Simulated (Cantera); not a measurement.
Low-pressure radical oxidation in H2/O2

An isothermal, constant-pressure homogeneous reactor starts with H2 : O2 = 0.039 : 1 (molar parts), equivalence ratio 0.019, at 975 K and 0.00110 bar.

Cantera simulation using GRI-Mech 3.0 (53 species, 325 reactions); the numbers are that mechanism's predictions, not measurements. Radical loss at walls, strong at low pressure, is not modelled. The temperature is held fixed by assumption; the heat of reaction is taken as removed at once.

```csv
t (s),x H2,x O2,x O,x H2O2,x OH
2.00e-6,0.0375,0.962,<1e-12,<1e-12,<1e-12
8.27e-6,0.0375,0.962,<1e-12,<1e-12,<1e-12
3.42e-5,0.0375,0.962,<1e-12,<1e-12,<1e-12
0.000141,0.0375,0.962,<1e-12,<1e-12,<1e-12
0.000585,0.0375,0.962,1.14e-12,<1e-12,1.05e-12
0.00242,0.0375,0.962,1.58e-11,<1e-12,1.17e-11
0.0100,0.0375,0.962,2.56e-10,<1e-12,1.30e-10
0.0414,0.0375,0.962,1.07e-7,<1e-12,4.92e-8
0.171,0.00125,0.938,0.0191,8.12e-9,0.00157
0.707,0.000409,0.940,0.0184,4.12e-9,0.000983
2.92,0.000197,0.952,0.00847,4.82e-9,0.000683
12.1,2.85e-5,0.960,0.00120,5.04e-9,0.000259
50.0,1.92e-6,0.962,8.21e-5,3.06e-9,6.78e-5
```
x: mole fraction; the columns are a selection and need not sum to one.

Equilibrium at this temperature and pressure: H2 4.82e-11, O2 0.962, O 2.15e-9, H2O2 2.52e-12, OH 3.47e-7 (gas phase only).
